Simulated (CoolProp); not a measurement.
Properties of toluene along the isobar 0.986 bar (Tc = 318.6 °C, pc = 41.26 bar, ω = 0.266).

Model: reference Helmholtz-energy equation of state, Lemmon 2006, in CoolProp. It is a short technical equation, of lower accuracy than the large ones.

```json
[
 {"T (°C)": "193.85", "phase": "gas", "density (kg/m³)": "2.386", "cp (kJ/(kg K))": "1.763", "isothermal compressibility (1/MPa)": "10.35", "viscosity (µPa s)": "10.7", "conductivity (mW/(m K))": "26.1"},
 {"T (°C)": "209.15", "phase": "gas", "density (kg/m³)": "2.306", "cp (kJ/(kg K))": "1.810", "isothermal compressibility (1/MPa)": "10.33", "viscosity (µPa s)": "11.1", "conductivity (mW/(m K))": "27.8"},
 {"T (°C)": "224.45", "phase": "gas", "density (kg/m³)": "2.231", "cp (kJ/(kg K))": "1.856", "isothermal compressibility (1/MPa)": "10.31", "viscosity (µPa s)": "11.4", "conductivity (mW/(m K))": "29.4"},
 {"T (°C)": "239.75", "phase": "gas", "density (kg/m³)": "2.161", "cp (kJ/(kg K))": "1.901", "isothermal compressibility (1/MPa)": "10.29", "viscosity (µPa s)": "[?]", "conductivity (mW/(m K))": "31.1"},
 {"T (°C)": "255.05", "phase": "gas", "density (kg/m³)": "2.096", "cp (kJ/(kg K))": "1.945", "isothermal compressibility (1/MPa)": "10.28", "viscosity (µPa s)": "[?]", "conductivity (mW/(m K))": "[?]"},
 {"T (°C)": "270.35", "phase": "gas", "density (kg/m³)": "2.034", "cp (kJ/(kg K))": "1.988", "isothermal compressibility (1/MPa)": "10.26", "viscosity (µPa s)": "12.5", "conductivity (mW/(m K))": "34.6"},
 {"T (°C)": "285.65", "phase": "gas", "density (kg/m³)": "1.976", "cp (kJ/(kg K))": "2.030", "isothermal compressibility (1/MPa)": "10.25", "viscosity (µPa s)": "12.8", "conductivity (mW/(m K))": "36.3"},
 {"T (°C)": "300.95", "phase": "gas", "density (kg/m³)": "1.922", "cp (kJ/(kg K))": "2.070", "isothermal compressibility (1/MPa)": "10.24", "viscosity (µPa s)": "13.1", "conductivity (mW/(m K))": "38.1"},
 {"T (°C)": "316.25", "phase": "gas", "density (kg/m³)": "1.871", "cp (kJ/(kg K))": "2.110", "isothermal compressibility (1/MPa)": "10.23", "viscosity (µPa s)": "13.5", "conductivity (mW/(m K))": "39.9"},
 {"T (°C)": "331.55", "phase": "gas", "density (kg/m³)": "1.822", "cp (kJ/(kg K))": "2.148", "isothermal compressibility (1/MPa)": "10.23", "viscosity (µPa s)": "13.8", "conductivity (mW/(m K))": "[?]"},
 {"T (°C)": "346.85", "phase": "gas", "density (kg/m³)": "1.776", "cp (kJ/(kg K))": "2.185", "isothermal compressibility (1/MPa)": "10.22", "viscosity (µPa s)": "14.2", "conductivity (mW/(m K))": "43.5"}
]
```

### Question
Fill in the missing entries.

### Answer

- 239.75, viscosity (µPa s): 11.8
- 255.05, viscosity (µPa s): 12.1
- 255.05, conductivity (mW/(m K)): 32.8
- 331.55, conductivity (mW/(m K)): 41.7

Viscosity comes from a separate model (Avgeri 2015). Thermal conductivity comes from a separate model (Assael 2012).
